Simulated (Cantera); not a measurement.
A closed system holds: 1 mol AlCl3, 0.52 mol O2, a varied amount of H2, equilibrated at 2098.15 K and 0.133 bar.

Cantera equilibrium calculation (NASA polynomials, part measured and part estimated; ideal gas, pure solids and liquids). Candidate condensed phases: Al, AlCl3, Al2O3, H2O; 29 gas species. Equilibrium is a limit: real reactors are often held back by kinetics, nucleation or transport.

### Question
What share of the Al ends up in condensed phases as a function of n(H2) (mol), at 13, 22, 31, 40, 49, 58, 67, 76, 84, 93?

### Answer
| n(H2) (mol) | Al condensed (%) | as |
|---|---|---|
| 13 | 67.0 | Al2O3(s) |
| 22 | 65.8 | Al2O3(s) |
| 31 | 64.5 | Al2O3(s) |
| 40 | 63.4 | Al2O3(s) |
| 49 | 62.3 | Al2O3(s) |
| 58 | 61.2 | Al2O3(s) |
| 67 | 60.1 | Al2O3(s) |
| 76 | 59.1 | Al2O3(s) |
| 84 | 58.2 | Al2O3(s) |
| 93 | 57.3 | Al2O3(s) |
